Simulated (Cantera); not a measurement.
Charge: 1 mol SiH2Cl2, 0.13 mol NH3, 0.3 mol H2, at 1677 °C and 0.0698 Torr.

These are equilibrium values from Cantera (NASA tables, ideal gas, pure condensed phases), not measurements of a reactor. Candidate condensed phases: NH4Cl, Si, Si3N4; 28 gas species. The tables' values for SiCl, SiCl3, SiN are old estimates; treat these amounts as uncertain. Gases not in the tables: Si2H6 and higher silanes. Equilibrium is a limit: real reactors are often held back by kinetics, nucleation or transport.

Base state: H2 0.332, HCl 0.225, SiCl2 0.181, Si 0.120, H 0.0684, Cl 0.0348, N2 0.0208, SiCl 0.0172 (mole fractions); condensed: gas only.

Problem. What changes in the equilibrium state with this change: temperature from 1677 °C to 1050 °C?

Solution. 
```csv
species,before,after
H2,0.332,0.486
SiCl2,0.181,0.274
HCl,0.225,0.221
Si,0.120,9.54e-7
SiCl,0.0172,1.17e-5
Cl,0.0348,4.37e-5
H,0.0684,0.000115
N2,0.0208,0.00971
Si2,0.000512,<1e-9
Si3,5.26e-5,<1e-9
SiN,4.89e-5,2.74e-9
SiH,0.000508,4.70e-8
Si2N,3.15e-5,3.22e-9
"Si(s), mol",0,0.229
"Si3N4(s), mol",0,0.0203
```
Mutual solubility and eutectic melting of coexisting phases are not modelled. The tables' values for SiCl3, SiCl are old estimates; treat these amounts as uncertain.

Problem. What changes in the equilibrium state with this change: H2 from 0.3 to 52 mol?

Solution. 
```tsv
species	before	after
H2	0.332	0.839
H	0.0684	0.109
HCl	0.225	0.0306
SiCl2	0.181	0.000184
SiCl	0.0172	0.000203
N2	0.0208	0.00111
Cl	0.0348	0.00298
Si	0.120	0.0166
SiCl3	0.000188	1.63e-8
Si3	5.26e-5	1.40e-7
Si2N	3.15e-5	1.40e-7
```
The tables' values for SiCl are old estimates; treat these amounts as uncertain.
